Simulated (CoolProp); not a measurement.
Vapour-liquid equilibrium of toluene (1) + p-xylene (2) at 309.6 K; x and y are mole fractions of (1).

Computed with CoolProp (multi-fluid Helmholtz-energy mixture model, Lemmon 2006 and Zhou 2012; pair parameters Bell 2016).

Q: Give the bubble pressure and the first vapour's composition at x = 0.2, 0.35, 0.5. Is there an azeotrope?

A: x = 0.2: 0.003128 MPa, y = 0.435; x = 0.35: 0.003818 MPa, y = 0.623; x = 0.5: 0.004499 MPa, y = 0.753. No azeotrope shows between x = 0.05 and 0.95.

The pair parameters rest on a limited set of measurements; away from them the model extrapolates.
